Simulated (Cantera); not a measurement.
## NO annealing gas

An isothermal, constant-pressure homogeneous reactor starts with 41.7 % NO, 58.3 % N2, at 2025 K and 0.0691 atm.

Model: GRI-Mech 3.0 (53 species, 325 reactions), integrated in Cantera.

```
t (s)        x NO      x O2       x O   x N2    x N2O     x NO2
--------  -------  --------  --------  -----  -------  --------
1.00e-6     0.417    <1e-12   1.69e-8  0.583  1.69e-8  1.41e-12
7.65e-6     0.417  2.47e-11   1.29e-7  0.583  1.29e-7  8.22e-11
5.86e-5     0.417   1.44e-9   9.90e-7  0.583  9.83e-7   4.70e-9
0.000448    0.417   8.58e-8   7.67e-6  0.583  7.23e-6   2.37e-7
0.00343     0.417   6.22e-6   6.63e-5  0.583  4.15e-5   6.19e-6
0.0262      0.415  0.000489  0.000307  0.584  7.40e-5   2.85e-5
0.201       0.404   0.00615  0.000393  0.590  6.79e-5   3.86e-5
1.54        0.307    0.0543  0.000775  0.638  3.48e-5   6.83e-5
11.8       0.0294     0.193   0.00135  0.776  3.69e-7   1.23e-5
90.0      0.00810     0.203   0.00139  0.787  1.20e-7   3.48e-6
```
x: mole fraction; the columns are a selection and need not sum to one.

Equilibrium at this temperature and pressure: NO 0.00810, O2 0.203, O 0.00139, N2 0.787, N2O 1.20e-7, NO2 3.48e-6 (gas phase only).
